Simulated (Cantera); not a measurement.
A freely propagating, adiabatic, planar premixed flame of 52.2 % H2, 10.0 % O2, 37.8 % N2, equivalence ratio 2.6, unburnt at 500 K and 1.58 atm; mixture-averaged transport, grid criteria slope 0.08 and curve 0.16, no radiation.

Detailed kinetics in Cantera: the H2/O2 subset of GRI-Mech 3.0, which has no nitrogen chemistry. Burning velocities carry a grid error of a few per cent, more on coarse grids.

### Question
Predict: laminar burning velocity; thermal thickness; peak x(H); peak x(H2O2); peak x(OH); peak x(HO2).

### Answer
- laminar burning velocity = 610 cm/s
- thermal thickness = 0.241 mm
- peak x(H) = 0.0637
- peak x(H2O2) = 2.65e-5
- peak x(OH) = 0.00183
- peak x(HO2) = 0.000420
